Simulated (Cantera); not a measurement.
An isothermal, constant-pressure homogeneous reactor starts with H2 : O2 : N2 = 0.0054 : 1 : 1.4 (molar parts), equivalence ratio 0.0027, at 1450 K and 0.00247 atm.

Computed with Cantera and GRI-Mech 3.0 (53 species, 325 reactions). Radical loss at walls, strong at low pressure, is not modelled.

One state of this run: x H2 = 4.64e-6; x O2 = 0.414; x HO2 = 1.60e-8; x H2O = 0.00206; x OH = 0.000331; x H = 3.12e-5. x: mole fraction; the columns are a selection and need not sum to one.

Which value of t (s) does it belong to?
A) 2.00e-5
B) 0.0126
C) 0.000100
D) 1.59

D, 1.59
